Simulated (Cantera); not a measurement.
Cantera run, input and output.

```python
import numpy as np
import cantera as ct

gas = ct.Solution("gri30.yaml")
gas.TPX = 1798, 25000, {'CH4': 1, 'C2H6': 0.13, 'C3H8': 0.27, 'O2': 6.56, 'N2': 24.7}
reactor = ct.IdealGasConstPressureReactor(gas, energy="on", clone=False)
net = ct.ReactorNet([reactor])
net.rtol, net.atol = 1e-08, 1e-16
show = ['CH4', 'C2H6', 'C3H8', 'CO', 'HCO', 'C2H', 'NO']
times = np.geomspace(4e-06, 0.3, 13)

steps = ct.SolutionArray(gas, extra=["t"])
rows = []
print(f"{'t/s':>10s}{'T/K':>9s}{'P/Pa':>11s}" + "".join(f"{s:>11s}" for s in show))
for t in times:
    while net.time < t:
        t_next = net.step()
        steps.append(gas.state, t=t_next)
    rows.append([np.interp(t, steps.t, y) for y in (steps.T, steps.P, *steps(*show).X.T)])
    print(f"{t:10.3e}{rows[-1][0]:9.1f}{rows[-1][1]:11.4g}" + "".join(f"{x:11.3e}" for x in rows[-1][2:]))
rate = np.gradient(steps.T, steps.t)
print("integrator steps:", len(steps.t))
if steps.T.max() > steps.T[0] + 200:
    print(f"time of steepest temperature rise: {steps.t[rate.argmax()]:.4e} s")
gas.TPX = 1798, 25000, {'CH4': 1, 'C2H6': 0.13, 'C3H8': 0.27, 'O2': 6.56, 'N2': 24.7}
gas.equilibrate("HP")
print(f"equilibrium (HP): T = {gas.T:.1f} K  " + "  ".join(f"{s} {gas[s].X[0]:.3e}" for s in show))
```

Result:

```
       t/s      T/K       P/Pa        CH4       C2H6       C3H8         CO        HCO        C2H         NO
 4.000e-06   1788.2    2.5e+04  3.046e-02  3.722e-03  7.387e-03  6.579e-06  1.242e-07  2.805e-11  1.031e-11
 1.019e-05   1777.1    2.5e+04  2.974e-02  3.203e-03  5.863e-03  1.462e-04  2.212e-06  1.941e-09  2.192e-10
 2.598e-05   1792.4    2.5e+04  2.597e-02  1.750e-03  2.245e-03  2.960e-03  3.674e-05  1.194e-07  6.222e-09
 6.620e-05   2291.8    2.5e+04  2.494e-04  3.254e-09  1.361e-13  5.099e-02  4.133e-05  1.684e-06  4.212e-06
 1.687e-04   2335.5    2.5e+04  1.752e-18  2.521e-34 -1.405e-43  2.593e-02  7.813e-09  1.891e-22  4.983e-05
 4.299e-04   2380.1    2.5e+04  1.455e-18  7.852e-35  1.231e-49  2.421e-02  6.515e-09  5.789e-23  1.920e-04
 1.095e-03   2461.5    2.5e+04  1.869e-18  7.346e-35  2.779e-51  2.228e-02  4.793e-09  1.066e-22  6.562e-04
 2.792e-03   2557.8    2.5e+04  2.975e-18  8.291e-35  4.702e-51  1.931e-02  3.423e-09  1.910e-22  2.213e-03
 7.114e-03   2588.3    2.5e+04  3.661e-18  9.343e-35  6.814e-51  1.799e-02  3.078e-09  2.189e-22  6.177e-03
 1.813e-02   2584.0    2.5e+04  3.678e-18  9.333e-35  6.857e-51  1.780e-02  2.990e-09  2.049e-22  1.202e-02
 4.620e-02   2581.5    2.5e+04  3.678e-18  9.310e-35  6.848e-51  1.771e-02  2.947e-09  1.975e-22  1.505e-02
 1.177e-01   2581.3    2.5e+04  3.678e-18  9.308e-35  6.847e-51  1.770e-02  2.944e-09  1.970e-22  1.525e-02
 3.000e-01   2581.3    2.5e+04  3.678e-18  9.308e-35  6.847e-51  1.770e-02  2.944e-09  1.970e-22  1.525e-02
integrator steps: 1523
time of steepest temperature rise: 5.9485e-05 s
equilibrium (HP): T = 2581.3 K  CH4 5.362e-18  C2H6 1.952e-34  C3H8 1.591e-50  CO 1.770e-02  HCO 2.944e-09  C2H 2.083e-22  NO 1.525e-02
```

Detailed kinetics in Cantera: GRI-Mech 3.0 (53 species, 325 reactions). GRI-Mech 3.0 was tuned for natural gas; its chemistry of propane as a main component is partial and can be far from experiment.
